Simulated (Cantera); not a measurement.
## Premixed flame

A freely propagating, adiabatic, planar premixed flame of 15.4 % CH3OH, 17.7 % O2, 66.9 % N2, unburnt at 623 K and 10.0 bar; multicomponent transport, grid criteria slope 0.08 and curve 0.16, no radiation.

Cantera simulation using GRI-Mech 3.0 (53 species, 325 reactions); the numbers are that mechanism's predictions, not measurements. GRI-Mech 3.0 was tuned for natural gas; its chemistry of methanol as a main component is partial and can be far from experiment. Burning velocities carry a grid error of a few per cent, more on coarse grids.

```json
[
 {"z (mm)": "-0.102", "T (K)": "623", "u (m/s)": "1.01", "x CH3OH": "0.154", "x O2": "0.176", "x CH2O": "1.29e-6", "x CH2": "<1e-8", "x CH4": "1.67e-7", "x NO": "<1e-8"},
 {"z (mm)": "-0.0683", "T (K)": "627", "u (m/s)": "1.02", "x CH3OH": "0.153", "x O2": "0.175", "x CH2O": "1.49e-5", "x CH2": "<1e-8", "x CH4": "1.30e-6", "x NO": "<1e-8"},
 {"z (mm)": "-0.0512", "T (K)": "641", "u (m/s)": "1.05", "x CH3OH": "0.151", "x O2": "0.173", "x CH2O": "9.23e-5", "x CH2": "<1e-8", "x CH4": "5.51e-6", "x NO": "<1e-8"},
 {"z (mm)": "-0.0342", "T (K)": "716", "u (m/s)": "1.19", "x CH3OH": "0.144", "x O2": "0.164", "x CH2O": "0.000697", "x CH2": "<1e-8", "x CH4": "2.66e-5", "x NO": "4.49e-8"},
 {"z (mm)": "-0.0171", "T (K)": "1062", "u (m/s)": "1.85", "x CH3OH": "0.108", "x O2": "0.129", "x CH2O": "0.00532", "x CH2": "<1e-8", "x CH4": "0.000127", "x NO": "4.61e-7"},
 {"z (mm)": "-0.00854", "T (K)": "1418", "u (m/s)": "2.55", "x CH3OH": "0.0591", "x O2": "0.0915", "x CH2O": "0.0114", "x CH2": "8.24e-8", "x CH4": "0.000241", "x NO": "1.50e-6"},
 {"z (mm)": "0", "T (K)": "1806", "u (m/s)": "3.37", "x CH3OH": "0.00779", "x O2": "0.0498", "x CH2O": "0.00699", "x CH2": "8.26e-6", "x CH4": "0.000347", "x NO": "3.75e-6"},
 {"z (mm)": "0.00854", "T (K)": "1988", "u (m/s)": "3.72", "x CH3OH": "7.10e-5", "x O2": "0.0244", "x CH2O": "0.000216", "x CH2": "3.92e-6", "x CH4": "0.000147", "x NO": "6.40e-6"},
 {"z (mm)": "0.0171", "T (K)": "2075", "u (m/s)": "3.86", "x CH3OH": "5.38e-7", "x O2": "0.0116", "x CH2O": "3.78e-6", "x CH2": "7.86e-7", "x CH4": "2.48e-5", "x NO": "9.00e-6"},
 {"z (mm)": "0.0342", "T (K)": "2166", "u (m/s)": "4.00", "x CH3OH": "1.17e-8", "x O2": "0.00389", "x CH2O": "1.09e-7", "x CH2": "3.35e-8", "x CH4": "6.84e-7", "x NO": "1.27e-5"},
 {"z (mm)": "0.0683", "T (K)": "2238", "u (m/s)": "4.11", "x CH3OH": "<1e-8", "x O2": "0.00128", "x CH2O": "1.08e-8", "x CH2": "<1e-8", "x CH4": "<1e-8", "x NO": "1.63e-5"},
 {"z (mm)": "0.137", "T (K)": "2282", "u (m/s)": "4.19", "x CH3OH": "<1e-8", "x O2": "0.000421", "x CH2O": "<1e-8", "x CH2": "<1e-8", "x CH4": "<1e-8", "x NO": "1.88e-5"},
 {"z (mm)": "0.273", "T (K)": "2304", "u (m/s)": "4.22", "x CH3OH": "<1e-8", "x O2": "0.000124", "x CH2O": "<1e-8", "x CH2": "<1e-8", "x CH4": "<1e-8", "x NO": "2.03e-5"}
]
```
x: mole fraction of selected species; z is measured from the peak of heat release.

```yaml
laminar_burning_velocity: 101 cm/s
thermal_thickness: 0.0342 mm
peak x(CH2O): 0.0125
peak x(CH2): 9.61e-6
peak x(CH4): 0.000347
grid_points: 139
```
